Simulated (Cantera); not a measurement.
Feed: 1 mol Al₂O₃, 1.6 mol H₂, 1.1 mol N₂, held at 673.15 K and 100000 Pa.

Cantera equilibrium calculation (NASA polynomials, part measured and part estimated; ideal gas, pure solids and liquids). Candidate condensed phases: Al, AlN, Al₂O₃, H₂O; 35 gas species. Equilibrium is a limit: real reactors are often held back by kinetics, nucleation or transport.

Base state: H₂ 0.589, N₂ 0.407, NH₃ 0.00387 (mole fractions); condensed: Al₂O₃(s).

What changes in the equilibrium state with this change: temperature from 673.15 K to 1148.15 K?


```tsv
species	before	after
H₂	0.589	0.593
N₂	0.407	0.407
NH₃	0.00387	7.17e-5
Al₂O₃(s), mol	1.00	1.000
```
